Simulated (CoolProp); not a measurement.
n-hexane at several states: Z from the reference equation and from simpler models built on Tc = 234.7 °C, pc = 3.044 MPa, ω = 0.300; each cubic takes its own stable root.

The numbers come from the reference Helmholtz-energy equation of state, Thol 2019 in CoolProp.

```csv
T (°C),p (MPa),phase,reference
244.85,0.012,gas,0.9987
312.75,17.7,supercritical,0.7590
15.05,0.238,liquid,0.01289
261.65,0.337,gas,0.9670
198.45,0.0111,gas,0.9984
-15.35,0.0724,liquid,0.004215
```

**Question.** How far does each simpler model (van der Waals, Peng-Robinson) lie from the reference over these 6 states: mean and median of the absolute difference, and the worst?

**Answer.** 
- van der Waals: mean 3818.5 %, median 13.8 %, worst +22813.4 % at -15.35 °C and 0.0724 MPa
- Peng-Robinson: mean 0.5 %, median 0.3 %, worst -1.4 % at 15.05 °C and 0.238 MPa

At some of these states van der Waals gives the other phase, because its saturation line lies elsewhere.
